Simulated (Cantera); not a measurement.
# Si₃N₄ + Si + H₂ (sublimation and decomposition of ceramics)

Feed: 1 mol Si₃N₄, 0.24 mol Si, a varied amount of H₂, at 2548 K and 13.3 mbar.

These are equilibrium values from Cantera (NASA tables, ideal gas, pure condensed phases), not measurements of a reactor. Candidate condensed phases: Si, Si₃N₄; 18 gas species. The tables' values for SiN are old estimates; treat these amounts as uncertain. Gases not in the tables: Si₂H₆ and higher silanes. Rates play no part.

| n(H₂) (mol) | x Si | x N₂ | x H₂ | x H | x Si₂ | n Si(l) |
|---|---|---|---|---|---|---|
| 0.016 | 0.506 | 0.463 | 0.000518 | 0.00610 | 0.0145 | 0.867 |
| 0.031 | 0.506 | 0.457 | 0.00156 | 0.0106 | 0.0145 | 0.836 |
| 0.061 | 0.506 | 0.447 | 0.00438 | 0.0177 | 0.0145 | 0.780 |
| 0.12 | 0.506 | 0.429 | 0.0111 | 0.0282 | 0.0145 | 0.678 |
| 0.24 | 0.506 | 0.399 | 0.0257 | 0.0429 | 0.0145 | 0.484 |
| 0.46 | 0.506 | 0.356 | 0.0508 | 0.0603 | 0.0145 | 0.150 |
| 0.91 | 0.474 | 0.317 | 0.101 | 0.0849 | 0.0127 | 0 |
| 1.8 | 0.409 | 0.271 | 0.185 | 0.115 | 0.00944 | 0 |
x: gas mole fraction; n: condensed amount in mol.

From 0.016 mol H₂ to 0.46 mol H₂ the condensed part is Si(l). From 0.91 mol H₂ to 1.8 mol H₂ nothing is condensed. The main Si-bearing gas is Si throughout.
